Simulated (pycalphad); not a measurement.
Phase fractions of Ti-4.231C (wt.%)

Computed with pycalphad from the COST 507 light-alloy database (1999), at 1 atm. The data set is of 1999 and partly superseded. Phase fractions are per mole of atoms. Diffusion is slow at the low end, where real alloys seldom reach equilibrium.

```csv
T (K),LIQUID,FCC_A1,BCC_A2,HCP_A3
2750,1.000,-,-,-
2650,?,?,-,-
2550,?,?,-,-
2450,0.780,0.220,-,-
2350,0.724,0.276,-,-
2250,0.677,0.323,-,-
2150,0.640,0.360,-,-
2050,0.609,0.391,-,-
1950,0.585,0.415,-,-
1850,-,0.430,0.570,-
1750,-,0.429,0.571,-
1650,-,0.429,0.571,-
1550,-,0.429,0.571,-
1450,-,0.429,0.571,-
1350,-,0.429,0.571,-
1250,-,0.428,0.572,-
1150,-,0.408,-,0.592
1050,-,0.410,-,0.590
950,-,0.412,-,0.588
850,-,0.412,-,0.588
750,-,0.411,-,0.589
650,-,0.409,-,0.591
550,-,0.407,-,0.593
```

**Question.** Some entries are withheld; supply them.

**Answer.** 
- 2650, LIQUID: 0.936
- 2650, FCC_A1: 0.064
- 2550, LIQUID: 0.850
- 2550, FCC_A1: 0.150

FCC_A1 is fcc; BCC_A2 is bcc; HCP_A3 is hcp. The fcc model also describes the rock-salt carbide or nitride (TiC, TiN, HfC).
